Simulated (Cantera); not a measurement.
# Thermodynamics of carbon deposition, reforming and gasification, feed C2H2 + NH3 + H2

Feed: 1 mol C2H2, 0.36 mol NH3, 79 mol H2.

Equilibrium computed with Cantera from the NASA thermochemical tables; the gas is ideal and each condensed phase is pure. Candidate condensed phases: C, C6H6, C7H8, C8H18; 92 gas species. The ideal-gas law is rough above about 30 bar. Rates play no part.

Stable condensed phases:

```
T in K \ P in Pa
               10      100     1000    10000   100000  1000000 10000000
   2723         A        A        A        A        A        A        A
   2623         A        A        A        A        A        A        A
   2523         A        B        B        A        A        A        A
   2423         B        B        B        B        B        B        A
   2323         B        B        B        B        B        B        A
   2223         B        B        B        B        B        B        A
   2123         B        B        B        B        B        B        A
   2023         B        B        B        B        B        B        A
   1923         B        B        B        B        B        B        A
```

A: gas only; B: C.
